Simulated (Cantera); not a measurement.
A perfectly stirred reactor is fed with CH₄ : CO₂ : H₂ = 1 : 0.98 : 0.26 (molar parts), at 3.65 atm; it is held at 1375 K, and followed from long to short residence time.

Model: GRI-Mech 3.0 (53 species, 325 reactions), integrated in Cantera.

Question: Predict: x(CH₄) at τ = 0.640 s; x(CO₂) at τ = 0.640 s; x(H₂) at τ = 0.640 s; x(C₂H₄) at τ = 0.640 s; x(CH₄) at τ = 38.0 ms; x(CO₂) at τ = 38.0 ms; x(H₂) at τ = 38.0 ms; x(C₂H₄) at τ = 38.0 ms.

Answer: 
```json
{
  "x(CH₄) at τ = 0.640 s": "0.397",
  "x(CO₂) at τ = 0.640 s": "0.394",
  "x(H₂) at τ = 0.640 s": "0.128",
  "x(C₂H₄) at τ = 0.640 s": "0.00754",
  "x(CH₄) at τ = 38.0 ms": "0.443",
  "x(CO₂) at τ = 38.0 ms": "0.435",
  "x(H₂) at τ = 38.0 ms": "0.117",
  "x(C₂H₄) at τ = 38.0 ms": "0.000772"
}
```
